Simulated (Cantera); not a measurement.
Charge: 1 mol Cr2O3, 73 mol H2, 0.079 mol H2O.

Equilibrium computed with Cantera from the NASA thermochemical tables; the gas is ideal and each condensed phase is pure. Candidate condensed phases: Cr, Cr2O3, H2O; 13 gas species. Mutual solubility and eutectic melting of coexisting phases are not modelled. The numbers say what is thermodynamically allowed, not how fast it happens.

**Question.** What condenses at these points (T in K, P in Pa): (1248, 68); (1398, 10); (1548, 150000); (1598, 3200); (1348, 10)?

**Answer.** 
```tsv
T (K)	P in Pa	condensed phases	Cr condensed (%)
1248	68	Cr2O3	100.0
1398	10	Cr2O3	99.4
1548	150000	Cr + Cr2O3	100.0
1598	3200	Cr + Cr2O3	99.6
1348	10	Cr2O3	99.9
```
